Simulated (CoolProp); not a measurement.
Vapour-liquid equilibrium of cyclohexane (1) + o-xylene (2) at 83.7 kPa; x and y are mole fractions of (1).

Values from CoolProp's multi-fluid Helmholtz-energy mixture model, Zhou 2014 and Zhou 2012; pair parameters Bell 2016.

```
x     bubble temperature (K)  y at the bubble point  dew temperature at overall composition x (K)  liquid density (mol/L)
----  ----------------------  ---------------------  --------------------------------------------  ----------------------
0.05                   401.2                  0.261                                         408.8                   7.420
0.15                   387.1                  0.561                                         405.4                   7.601
0.25                   377.3                  0.712                                         401.6                   7.749
0.35                   370.3                  0.799                                         397.5                   7.877
0.45                   365.0                  0.853                                         392.9                   7.995
0.55                   360.8                  0.892                                         387.7                   8.106
0.65                   357.3                  0.921                                         381.7                   8.216
0.75                   354.3                  0.946                                         374.4                   8.326
0.85                   351.6                  0.968                                         365.3                   8.441
0.95                   348.9                  0.989                                         353.8                   8.561
```

No azeotrope shows between x = 0.05 and 0.95.

Pair parameters are fitted to limited data, so mixtures are less certain than the pure fluids.
